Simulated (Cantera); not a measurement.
Input: 1 mol Cu₂O, a varied amount of CO, at 2373.15 K and 75.0 Torr.

Equilibrium computed with Cantera from the NASA thermochemical tables; the gas is ideal and each condensed phase is pure. Candidate condensed phases: C, Cu, CuO, Cu₂O; 15 gas species. Rates play no part.

Question: At 0.77 mol CO, list the 6 most abundant gas species with their mole fractions, and the condensed phases.

Answer: Cu 0.663, CO₂ 0.212, O₂ 0.0592, CO 0.0500, Cu₂ 0.00657, O 0.00577. Condensed: gas only.
